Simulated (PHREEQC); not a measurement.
0.16 g of hydrous ferric oxide (600 m²/g; 0.2 weak and 0.005 strong sites per Fe, Dzombak-Morel constants, diffuse double layer) in 1 kg of water with 0.001 mol/kgw of an inert sodium salt and 8.9e-07 mol/kgw Na2HAsO4, 1.9e-05 mol/kgw MnCl2 and 8.3e-07 mol/kgw CuCl2, at 25 °C; the pH is set by adding NaOH or the inert anion's acid. No oxygen is let in. CO2 from the air is kept out. No solid was allowed to form.

Base run: PHREEQC, ion-association model, wateq4f.dat. Each further column changes one thing. The table gives Cu sorbed (%).

```tsv
pH	base	no electrostatic term (-no_edl)	background salt from 0.001 to 0.0001 mol/kgw	oxide from 0.16 to 0.8 g/kgw
3	0.0	0.0	0.0	0.1
4.5	8.9	[?]	7.0	33.0
5.5	85.5	[?]	84.1	[?]
7	99.8	100.0	99.8	100.0
8.5	99.7	99.4	99.7	100.0
9.5	99.7	[?]	99.7	100.0
11	99.4	0.6	[?]	100.0
```

Q: Fill in the missing entries.

A: 
- 4.5, no electrostatic term (-no_edl): 26.6
- 5.5, no electrostatic term (-no_edl): 97.1
- 5.5, oxide from 0.16 to 0.8 g/kgw: 96.8
- 9.5, no electrostatic term (-no_edl): 83.4
- 11, background salt from 0.001 to 0.0001 mol/kgw: 99.5

The database has no arsenate complexes of Cu, Mn. The database's constant for dissolved Cu(OH)2 is higher than later reviews accept. The oxide is taken as insoluble; below pH 4 it would dissolve.
